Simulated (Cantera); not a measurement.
What does this Cantera script print?

```python
import numpy as np
import cantera as ct

gas = ct.Solution("gri30.yaml")


def delay(T, t_max=10):
    gas.TPX = T, 100000, {'CH4': 1, 'C2H6': 0.24, 'O2': 2.18, 'N2': 11.6, 'H2O': 2.9}
    reactor = ct.IdealGasConstPressureReactor(gas, clone=False)
    net = ct.ReactorNet([reactor])
    net.rtol, net.atol = 1e-8, 1e-16
    while net.time < t_max:
        t_old, T_old = net.time, reactor.T
        net.step()
        if reactor.T > T + 400:  # ignition: a rise of 400 K
            return t_old + (T + 400 - T_old) / (reactor.T - T_old) * (net.time - t_old)
    return np.nan


taus = []
for T in [1125, 1200, 1275, 1350, 1425, 1500, 1575, 1650, 1725, 1800]:
    taus.append(delay(T))
    print(f"T0 = {T:6g} K   tau = {taus[-1]:.4e} s")
```

Output:

```
T0 =   1125 K   tau = 1.0704e-02 s
T0 =   1200 K   tau = 3.7092e-03 s
T0 =   1275 K   tau = 1.7429e-03 s
T0 =   1350 K   tau = 9.2858e-04 s
T0 =   1425 K   tau = 5.0790e-04 s
T0 =   1500 K   tau = 2.8032e-04 s
T0 =   1575 K   tau = 1.5877e-04 s
T0 =   1650 K   tau = 9.4150e-05 s
T0 =   1725 K   tau = 5.9142e-05 s
T0 =   1800 K   tau = 3.9471e-05 s
```

Cantera simulation using GRI-Mech 3.0 (53 species, 325 reactions); the numbers are that mechanism's predictions, not measurements.
